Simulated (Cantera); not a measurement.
## Equilibrium for boron, boron nitride and boron oxide: borazine + O2 + H2

Input: 1 mol borazine, 0.22 mol O2, 0.86 mol H2, held at 0.00133 bar.

Equilibrium computed with Cantera from the NASA thermochemical tables; the gas is ideal and each condensed phase is pure. Candidate condensed phases: B, BN, B2O3, B3O3H3, H2O; 39 gas species. The feed counts by its element totals alone. Mutual solubility and eutectic melting of coexisting phases are not modelled. The tables' values for BH2 are old estimates; treat these amounts as uncertain. Rates play no part.

```tsv
T (K)	x H2	x N2	x HBO	x H	x BO	x B2O2	x B2O3	n BN(s)	n B2O3(l)	n B(s)
973	0.963	0.0365	7.10e-8	2.91e-8	<1e-12	<1e-12	6.65e-10	2.71	0.146	0
1073	0.963	0.0365	2.07e-6	3.77e-7	4.72e-11	1.71e-10	6.47e-8	2.71	0.146	0
1173	0.963	0.0365	3.35e-5	3.17e-6	5.11e-9	2.73e-8	2.79e-6	2.71	0.145	0
1273	0.962	0.0364	0.000346	1.92e-5	2.61e-7	1.92e-6	6.51e-5	2.71	0.143	0
1373	0.957	0.0363	0.00251	8.92e-5	7.44e-6	7.16e-5	0.000939	2.71	0.130	0
1473	0.929	0.0371	0.0136	0.000334	0.000132	0.00159	0.00927	2.70	0.0618	0
1573	0.894	0.0420	0.0336	0.00105	0.000932	0.00780	0.0135	2.65	0	0
1673	0.874	0.0474	0.0499	0.00292	0.00344	0.0139	0.00556	2.59	0	0
1773	0.860	0.0499	0.0572	0.00722	0.00883	0.0152	0.00130	2.57	0	0
1873	0.846	0.0502	0.0565	0.0163	0.0179	0.0126	0.000234	2.56	0	0
1973	0.818	0.0587	0.0499	0.0334	0.0303	0.00862	3.97e-5	2.47	0	0.0833
2073	0.618	0.253	0.0301	0.0566	0.0374	0.00360	6.98e-6	0.0556	0	2.50
```
x: gas mole fraction; n: condensed amount in mol.

From 973 K to 1473 K the condensed part is BN(s) + B2O3(l). From 1573 K to 1873 K the condensed part is BN(s). From 1973 K to 2073 K the condensed part is B(s) + BN(s). The main B-bearing gas is HBO2 at 973 K and BO at 2073 K.
